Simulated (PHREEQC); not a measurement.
Copper plating or etch bath

Make-up at 25 °C: 0.0016 mol CuSO4, 7.6e-05 mol HCl and 0.23 mol H3BO3 per kg of water. Closed to the air; pH follows from the charge balance.

All values are PHREEQC results (ion-association model, phreeqc.dat), not measurements.

Each row changes one thing in this solution. Precipitation was switched off in this run.

| case | pH | ionic strength (mol/kgw) | Cu+2 (mol/kgw) | SO4-2 (mol/kgw) | CuSO4 (mol/kgw) | HSO4- (mol/kgw) |
|---|---|---|---|---|---|---|
| as made | 4.18 | 0.00562 | 0.00139 | 0.00138 | 0.000210 | 7.06e-6 |
| H3BO3 from 0.23 to 0.253 mol/kgw | 4.18 | 0.00562 | 0.00139 | 0.00138 | 0.000210 | ___ |
| temperature from 25 to 90 °C | 4.25 | 0.00539 | 0.00133 | 0.00131 | 0.000257 | 2.99e-5 |
| HCl from 7.6e-05 to 6.84e-05 mol/kgw | 4.22 | 0.00562 | 0.00139 | 0.00138 | 0.000211 | ___ |
| CuSO4 from 0.0016 to 0.00032 mol/kgw | 4.14 | 0.00130 | 0.000306 | 0.000304 | ___ | 1.92e-6 |
| diluted 10-fold with water | ___ | 0.000633 | 0.000156 | 0.000156 | 3.96e-6 | 1.25e-7 |

**Question.** Some entries are withheld; supply them.

**Answer.** 
- H3BO3 from 0.23 to 0.253 mol/kgw, HSO4- (mol/kgw): 7.08e-6
- HCl from 7.6e-05 to 6.84e-05 mol/kgw, HSO4- (mol/kgw): 6.40e-6
- CuSO4 from 0.0016 to 0.00032 mol/kgw, CuSO4 (mol/kgw): 1.38e-5
- diluted 10-fold with water, pH: 5.05

Constants without temperature data keep their 25 °C values here.
